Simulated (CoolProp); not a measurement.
200 sccm (0 °C, 1 atm) of nitrogen bubbles through liquid m-xylene at 339.3 K and leaves saturated at a total pressure of 0.15 MPa (ideal gas phase). Each further row changes one setting.

Model: reference Helmholtz-energy equation of state, Zhou 2012, in CoolProp.

| case | vapour pressure (kPa) | mole fraction of vapour | delivery (mg/min) | delivery (sccm) | change of delivery for a bath 1 K warmer (%) |
|---|---|---|---|---|---|
| as stated | 8.62 | 0.0575 | 57.7 | 12.2 | 4.6 |
| bath temperature 344.3 K | 10.6 | 0.0708 | 72.2 | 15.2 | 4.5 |
| total pressure 0.3 MPa | 8.62 | 0.0287 | 28.0 | 5.91 | 4.5 |
